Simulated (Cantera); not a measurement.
Charge: 1 mol V2O3, 390 mol H2, at 848.15 K and 0.00133 bar.

Cantera equilibrium calculation (NASA polynomials, part measured and part estimated; ideal gas, pure solids and liquids). Candidate condensed phases: H2O, V, VO, V2O3, V2O4, V2O5; 12 gas species. VO: taken at fixed stoichiometry. Condensed phases not in the tables: the oxides between V2O3 and V2O5 other than VO2. The numbers say what is thermodynamically allowed, not how fast it happens.

Base state: H2 1.000 (mole fractions); condensed: VO(s) + V2O3(s).

**Question.** What changes in the equilibrium state with this change: temperature from 848.15 K to 1775 K?

**Answer.** 
```tsv
species	before	after
H2	1.000	0.990
H	<1e-9	0.00789
H2O	5.57e-6	0.00252
VO2	<1e-9	3.72e-5
VO	<1e-9	2.79e-5
VO(s), mol	0.00434	1.97
V2O3(s), mol	0.998	0
```
